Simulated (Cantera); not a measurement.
An adiabatic, constant-volume homogeneous reactor starts with CH4 : O2 : N2 : H2O = 1 : 1.11 : 4.18 : 0.41 (molar parts), equivalence ratio 1.8, at 1200 K and 9.87 atm. Integrator tolerance rtol = 1e-08.

Model: GRI-Mech 3.0 (53 species, 325 reactions), integrated in Cantera.

Task: What does this change do: initial temperature 1200 to 1398 K?

Result: 
```csv
quantity,before,after
time of steepest temperature rise,6.29 ms,0.719 ms
temperature at 9.00 s,2637 K,2787 K
equilibrium temperature,2637 K,2787 K
x(CH4) at 9.00 s,1.34e-9 (gas-phase equilibrium 1.50e-9),6.45e-10 (gas-phase equilibrium 7.25e-10)
x(O2) at 9.00 s,1.13e-5 (gas-phase equilibrium 1.13e-5),4.34e-5 (gas-phase equilibrium 4.34e-5)
x(H2O) at 9.00 s,0.189 (gas-phase equilibrium 0.189),0.187 (gas-phase equilibrium 0.187)
x(HO2) at 9.00 s,3.86e-8 (gas-phase equilibrium 3.86e-8),1.44e-7 (gas-phase equilibrium 1.44e-7)
x(N2O) at 9.00 s,4.12e-8 (gas-phase equilibrium 4.12e-8),9.67e-8 (gas-phase equilibrium 9.67e-8)
```

Task: What does this change do: pressure from 9.87 atm to 17.8 atm?

Result: 
```tsv
quantity	before	after
time of steepest temperature rise	6.29 ms	3.11 ms
temperature at 9.00 s	2637 K	2645 K
equilibrium temperature	2637 K	2645 K
x(CH4) at 9.00 s	1.34e-9 (gas-phase equilibrium 1.50e-9)	4.29e-9 (gas-phase equilibrium 4.77e-9)
x(O2) at 9.00 s	1.13e-5 (gas-phase equilibrium 1.13e-5)	6.71e-6 (gas-phase equilibrium 6.71e-6)
x(H2O) at 9.00 s	0.189 (gas-phase equilibrium 0.189)	0.189 (gas-phase equilibrium 0.189)
x(HO2) at 9.00 s	3.86e-8 (gas-phase equilibrium 3.86e-8)	3.09e-8 (gas-phase equilibrium 3.09e-8)
x(N2O) at 9.00 s	4.12e-8 (gas-phase equilibrium 4.12e-8)	4.32e-8 (gas-phase equilibrium 4.32e-8)
```
The pressure lies above the range GRI-Mech 3.0 was tuned for (to about 10 atm).

Task: What does this change do: constant pressure in place of constant volume?

Result: 
```
quantity                                                            before                                      after
---------------------------------  ---------------------------------------  -----------------------------------------
time of steepest temperature rise                                  6.29 ms                                    6.69 ms
temperature at 9.00 s                                               2637 K                                     2332 K
equilibrium temperature                                             2637 K                                     2332 K
x(CH4) at 9.00 s                   1.34e-9 (gas-phase equilibrium 1.50e-9)  8.05e-10 (gas-phase equilibrium 9.06e-10)
x(O2) at 9.00 s                    1.13e-5 (gas-phase equilibrium 1.13e-5)    1.32e-6 (gas-phase equilibrium 1.32e-6)
x(H2O) at 9.00 s                       0.189 (gas-phase equilibrium 0.189)        0.187 (gas-phase equilibrium 0.187)
x(HO2) at 9.00 s                   3.86e-8 (gas-phase equilibrium 3.86e-8)    2.74e-9 (gas-phase equilibrium 2.74e-9)
x(N2O) at 9.00 s                   4.12e-8 (gas-phase equilibrium 4.12e-8)    5.17e-9 (gas-phase equilibrium 5.17e-9)
```
